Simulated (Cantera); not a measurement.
What does this Cantera script print?

```python
import numpy as np
import cantera as ct

gas = ct.Solution("gri30.yaml")
gas.TPX = 1450, 100000, {'CO': 0.0061, 'O2': 0.016, 'H2O': 0.0013, 'N2': 1}
reactor = ct.IdealGasConstPressureReactor(gas, energy="off", clone=False)
net = ct.ReactorNet([reactor])
net.rtol, net.atol = 1e-08, 1e-18
show = ['CO', 'O2', 'H2O', 'H2', 'OH', 'NO2', 'HO2']
times = np.geomspace(1e-05, 1, 10)

steps = ct.SolutionArray(gas, extra=["t"])
rows = []
print(f"{'t/s':>10s}{'T/K':>9s}{'P/Pa':>11s}" + "".join(f"{s:>11s}" for s in show))
for t in times:
    while net.time < t:
        t_next = net.step()
        steps.append(gas.state, t=t_next)
    rows.append([np.interp(t, steps.t, y) for y in (steps.T, steps.P, *steps(*show).X.T)])
    print(f"{t:10.3e}{rows[-1][0]:9.1f}{rows[-1][1]:11.4g}" + "".join(f"{x:11.3e}" for x in rows[-1][2:]))
rate = np.gradient(steps.T, steps.t)
print("integrator steps:", len(steps.t))
if steps.T.max() > steps.T[0] + 200:
    print(f"time of steepest temperature rise: {steps.t[rate.argmax()]:.4e} s")
gas.TPX = 1450, 100000, {'CO': 0.0061, 'O2': 0.016, 'H2O': 0.0013, 'N2': 1}
gas.equilibrate("TP")
print(f"equilibrium (TP): T = {gas.T:.1f} K  " + "  ".join(f"{s} {gas[s].X[0]:.3e}" for s in show))
```

Result:

```
       t/s      T/K       P/Pa         CO         O2        H2O         H2         OH        NO2        HO2
 1.000e-05   1450.0      1e+05  5.961e-03  1.563e-02  1.270e-03  5.209e-15  2.405e-11  1.530e-24  1.526e-11
 3.594e-05   1450.0      1e+05  5.961e-03  1.563e-02  1.270e-03  2.572e-13  1.626e-10  9.516e-23  5.319e-11
 1.292e-04   1450.0      1e+05  5.961e-03  1.563e-02  1.270e-03  1.261e-11  1.532e-09  6.275e-21  1.998e-10
 4.642e-04   1450.0      1e+05  5.960e-03  1.563e-02  1.270e-03  6.540e-10  2.125e-08  8.747e-19  1.949e-09
 1.668e-03   1450.0      1e+05  5.945e-03  1.562e-02  1.268e-03  1.929e-07  3.289e-06  2.149e-14  2.682e-07
 5.995e-03   1450.0      1e+05  1.671e-03  1.320e-02  1.111e-03  2.910e-05  1.327e-04  1.358e-09  1.509e-06
 2.154e-02   1450.0      1e+05  1.244e-04  1.272e-02  1.249e-03  2.705e-06  4.045e-05  7.721e-09  4.101e-07
 7.743e-02   1450.0      1e+05  9.012e-06  1.269e-02  1.267e-03  2.559e-07  1.307e-05  1.176e-08  5.242e-08
 2.783e-01   1450.0      1e+05  6.948e-07  1.269e-02  1.271e-03  3.644e-08  5.088e-06  6.408e-09  6.286e-09
 1.000e+00   1450.0      1e+05  1.420e-07  1.269e-02  1.273e-03  1.198e-08  2.949e-06  3.493e-09  2.020e-09
integrator steps: 1238
equilibrium (TP): T = 1450.0 K  CO 1.210e-07  O2 1.256e-02  H2O 1.273e-03  H2 1.083e-08  OH 2.791e-06  NO2 3.981e-07  HO2 1.831e-09
```

Cantera simulation using GRI-Mech 3.0 (53 species, 325 reactions); the numbers are that mechanism's predictions, not measurements.
